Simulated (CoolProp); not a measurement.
Ammonia along the isotherm 172.15 °C: fugacity coefficient from the reference equation and from simpler models built on Tc = 132.4 °C, pc = 11360 kPa, ω = 0.256; each cubic takes its own stable root.

The numbers come from the reference Helmholtz-energy equation of state, Gao 2020 in CoolProp.

```
p (kPa)          phase  reference
-------  -------------  ---------
180                gas     0.9958
280                gas     0.9935
436                gas     0.9899
678                gas     0.9843
1060               gas     0.9756
1640               gas     0.9623
2560               gas     0.9414
3990               gas     0.9094
6210               gas     0.8605
9670               gas     0.7864
15100    supercritical     0.6744
23400    supercritical     0.5249
36500    supercritical     0.3984
56800    supercritical     0.3183
```

Question: How far does each simpler model (van der Waals, Redlich-Kwong, Soave-Redlich-Kwong, Peng-Robinson) lie from the reference over these 14 states: mean and median of the absolute difference, and the worst?

Answer: 
- van der Waals: mean 3.1 %, median 0.8 %, worst +22.7 % at 172.15 °C and 56800 kPa
- Redlich-Kwong: mean 1.5 %, median 0.1 %, worst +12.0 % at 172.15 °C and 56800 kPa
- Soave-Redlich-Kwong: mean 3.4 %, median 0.5 %, worst +20.2 % at 172.15 °C and 56800 kPa
- Peng-Robinson: mean 1.4 %, median 0.5 %, worst +9.0 % at 172.15 °C and 56800 kPa
